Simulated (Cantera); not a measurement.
A Cantera script and what it prints.

```python
import numpy as np
import cantera as ct

gas_names = [...]  # 47 gases of nasa_gas.yaml made of H, N, O
cond_names = """
    H2O(s) H2O(L)
""".split()


# ... load() reads the species with a 1 bar reference pressure and builds the phases ...
atoms = {
    'NH3': {'N': 1, 'H': 3},
    'H2O': {'H': 2, 'O': 1},
    'H2': {'H': 2},
}
top_T = {}  # K; cautious upper limits of use, not melting points


# ... equilibrate(T, P, feed) seeds the gas with the atoms and calls Mixture.equilibrate('TP', solver="vcs", rtol=1e-11, max_steps=5000) ...
results = []
feed = {'NH3': 1, 'H2O': 0.56, 'H2': 20}  # mol
P = 10000  # Pa
for T in [2500, 2750, 3000, 3250, 3500, 3750, 4000, 4250, 4500, 4750, 5000]:
    mix = equilibrate(T, P, feed)
    results.append((T, P, feed, dict(zip(mix.species_names, mix.species_moles))))
    x = sorted(zip(gas.X, gas.species_names), reverse=True)
    print(f"T = {T:g} K  P = {P:g} Pa  gas = {mix.phase_moles(0):.4g} mol")
    print("   x: " + "  ".join(f"{s} {v:.3e}" for v, s in x if v > 0.0001))
    print("   condensed (mol): " + ("  ".join(f"{mix.phase(i).name} {mix.phase_moles(i):.4g}"
          for i in range(1, mix.n_phases) if mix.phase_moles(i) > 1e-12) or "none"))
```

Output:

```
T = 2500 K  P = 10000 Pa  gas = 23.44 mol
   x: H2 8.802e-01  H 7.459e-02  H2O 2.345e-02  N2 2.133e-02  OH 4.119e-04
   condensed (mol): none
T = 2750 K  P = 10000 Pa  gas = 24.95 mol
   x: H2 7.680e-01  H 1.896e-01  H2O 2.083e-02  N2 2.003e-02  OH 1.381e-03  O 2.157e-04
   condensed (mol): none
T = 3000 K  P = 10000 Pa  gas = 27.97 mol
   x: H2 5.814e-01  H 3.807e-01  N2 1.784e-02  H2O 1.528e-02  OH 3.323e-03  O 1.333e-03
   condensed (mol): none
T = 3250 K  P = 10000 Pa  gas = 32.77 mol
   x: H 6.085e-01  H2 3.593e-01  N2 1.518e-02  H2O 7.190e-03  O 4.876e-03  OH 4.828e-03  NO 1.180e-04
   condensed (mol): none
T = 3500 K  P = 10000 Pa  gas = 38.06 mol
   x: H 7.922e-01  H2 1.800e-01  N2 1.303e-02  O 9.172e-03  OH 3.576e-03  H2O 1.764e-03  NO 1.324e-04
   condensed (mol): none
T = 3750 K  P = 10000 Pa  gas = 41.76 mol
   x: H 8.949e-01  H2 7.969e-02  N2 1.180e-02  O 1.123e-02  OH 1.750e-03  H2O 2.978e-04  N 2.307e-04  NO 1.052e-04
   condensed (mol): none
T = 4000 K  P = 10000 Pa  gas = 43.63 mol
   x: H 9.406e-01  H2 3.482e-02  O 1.191e-02  N2 1.112e-02  OH 7.847e-04  N 5.919e-04
   condensed (mol): none
T = 4250 K  P = 10000 Pa  gas = 44.48 mol
   x: H 9.595e-01  H2 1.597e-02  O 1.215e-02  N2 1.053e-02  N 1.359e-03  OH 3.651e-04
   condensed (mol): none
T = 4500 K  P = 10000 Pa  gas = 44.88 mol
   x: H 9.672e-01  O 1.225e-02  N2 9.712e-03  H2 7.824e-03  N 2.805e-03  OH 1.811e-04
   condensed (mol): none
T = 4750 K  P = 10000 Pa  gas = 45.11 mol
   x: H 9.698e-01  O 1.228e-02  N2 8.465e-03  N 5.198e-03  H2 4.094e-03
   condensed (mol): none
T = 5000 K  P = 10000 Pa  gas = 45.27 mol
   x: H 9.700e-01  O 1.229e-02  N 8.600e-03  N2 6.729e-03  H2 2.275e-03
   condensed (mol): none
```

Cantera equilibrium calculation (NASA polynomials, part measured and part estimated; ideal gas, pure solids and liquids).
